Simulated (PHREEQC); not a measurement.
Sulfide liquor: speciation

Consider water at 40 °C with 12.1 mmol/kgw H2S, 0.46 mmol/kgw HCl and 0.22 mmol/kgw ZnCl2. Closed to the air; pH follows from the charge balance.

Model: ion-association model, wateq4f.dat, run in PHREEQC.

```yaml
pH: 3.06
ionic_strength: 0.000902 mol/kgw
total_alkalinity: -0.460 meq/kg
```

```json
[
 {"species": "H2S", "molality": "0.0117", "activity": "0.0117", "log γ": "0.000"},
 {"species": "H+", "molality": "0.000902", "activity": "0.000873", "log γ": "-0.014"},
 {"species": "Cl-", "molality": "0.000900", "activity": "0.000869", "log γ": "-0.015"},
 {"species": "Zn(HS)2", "molality": "0.000220", "activity": "0.000220", "log γ": "0.000"},
 {"species": "HS-", "molality": "2.34e-6", "activity": "2.26e-6", "log γ": "-0.015"},
 {"species": "Zn+2", "molality": "5.70e-8", "activity": "4.97e-8", "log γ": "-0.059"}
]
```

Precipitation was switched off in this run. Saturation is exceeded, for instance for Sphalerite (slow to form); the values hold only as long as no solid forms. At this temperature some constants are extrapolated from 25 °C, and those without enthalpy data are left unchanged. The polysulfide entries of wateq4f.dat were taken out for this run.
